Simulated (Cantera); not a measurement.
**Moist CO burnout**

An isothermal, constant-pressure homogeneous reactor starts with 0.299 % CO, 5.80 % O₂, 0.0196 % H₂O, 93.5 % N₂, 0.383 % CH₄, equivalence ratio 0.16, at 1175 K and 135 Torr.

Cantera simulation using GRI-Mech 3.0 (53 species, 325 reactions); the numbers are that mechanism's predictions, not measurements.

```json
[
 {"t (s)": "2.00e-5", "x CO": "0.00299", "x O₂": "0.0580", "x H₂O": "0.000196", "x OH": "1.41e-12", "x H₂": "<1e-12", "x HO₂": "2.27e-11"},
 {"t (s)": "5.37e-5", "x CO": "0.00299", "x O₂": "0.0580", "x H₂O": "0.000196", "x OH": "7.86e-12", "x H₂": "<1e-12", "x HO₂": "6.08e-11"},
 {"t (s)": "0.000144", "x CO": "0.00299", "x O₂": "0.0580", "x H₂O": "0.000196", "x OH": "3.10e-11", "x H₂": "1.04e-12", "x HO₂": "1.63e-10"},
 {"t (s)": "0.000386", "x CO": "0.00299", "x O₂": "0.0580", "x H₂O": "0.000196", "x OH": "6.80e-11", "x H₂": "6.21e-12", "x HO₂": "4.35e-10"},
 {"t (s)": "0.00104", "x CO": "0.00299", "x O₂": "0.0580", "x H₂O": "0.000196", "x OH": "9.06e-11", "x H₂": "2.87e-11", "x HO₂": "1.15e-9"},
 {"t (s)": "0.00278", "x CO": "0.00299", "x O₂": "0.0580", "x H₂O": "0.000196", "x OH": "1.25e-10", "x H₂": "1.17e-10", "x HO₂": "2.99e-9"},
 {"t (s)": "0.00746", "x CO": "0.00299", "x O₂": "0.0580", "x H₂O": "0.000196", "x OH": "2.33e-10", "x H₂": "5.68e-10", "x HO₂": "7.33e-9"},
 {"t (s)": "0.0200", "x CO": "0.00299", "x O₂": "0.0580", "x H₂O": "0.000196", "x OH": "6.45e-10", "x H₂": "3.83e-9", "x HO₂": "1.57e-8"},
 {"t (s)": "0.0537", "x CO": "0.00299", "x O₂": "0.0580", "x H₂O": "0.000197", "x OH": "3.44e-9", "x H₂": "4.54e-8", "x HO₂": "2.85e-8"},
 {"t (s)": "0.144", "x CO": "0.00299", "x O₂": "0.0579", "x H₂O": "0.000220", "x OH": "3.56e-8", "x H₂": "1.69e-6", "x HO₂": "1.58e-7"},
 {"t (s)": "0.386", "x CO": "4.69e-5", "x O₂": "0.0489", "x H₂O": "0.00786", "x OH": "2.71e-5", "x H₂": "1.48e-6", "x HO₂": "2.72e-7"},
 {"t (s)": "1.04", "x CO": "1.37e-6", "x O₂": "0.0489", "x H₂O": "0.00787", "x OH": "5.94e-6", "x H₂": "6.14e-8", "x HO₂": "1.73e-8"},
 {"t (s)": "2.78", "x CO": "8.02e-8", "x O₂": "0.0489", "x H₂O": "0.00787", "x OH": "2.35e-6", "x H₂": "8.91e-9", "x HO₂": "2.76e-9"},
 {"t (s)": "7.46", "x CO": "5.13e-9", "x O₂": "0.0489", "x H₂O": "0.00787", "x OH": "1.20e-6", "x H₂": "2.25e-9", "x HO₂": "9.15e-10"},
 {"t (s)": "20.0", "x CO": "1.17e-9", "x O₂": "0.0489", "x H₂O": "0.00787", "x OH": "7.87e-7", "x H₂": "9.57e-10", "x HO₂": "6.46e-10"}
]
```
x: mole fraction; the columns are a selection and need not sum to one.

Equilibrium at this temperature and pressure: CO 7.02e-10, O₂ 0.0488, H₂O 0.00787, OH 6.35e-7, H₂ 6.32e-10, HO₂ 6.18e-10 (gas phase only).
